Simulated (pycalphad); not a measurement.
## Effect of Y content in Si-Y

CALPHAD calculation (pycalphad, COST 507 light-alloy database (1999)), 1 atm. The database dates from 1999; later assessments differ in places, in temperatures and in the compounds included. Phase fractions are per mole of atoms. Diffusion is slow at the low end, where real alloys seldom reach equilibrium.

```csv
alloy,liquidus (K),first solid,solidus (K),phases at 725 K
Si-0.15Y (at.%),1686,diamond (Si),1485,"diamond (Si) 1.00, SI2Y_R under 0.01"
Si-0.3Y (at.%),1685,diamond (Si),1485,"diamond (Si) 0.99, SI2Y_R 0.01"
Si-0.45Y (at.%),1685,diamond (Si),1485,"diamond (Si) 0.99, SI2Y_R 0.01"
Si-0.6Y (at.%),1684,diamond (Si),1485,"diamond (Si) 0.98, SI2Y_R 0.02"
Si-1.8Y (at.%),1674,diamond (Si),1485,"diamond (Si) 0.95, SI2Y_R 0.05"
```

Database names, with the compositions (at.%) that they take in these runs: SI2Y_R: Si 67 Y 33.
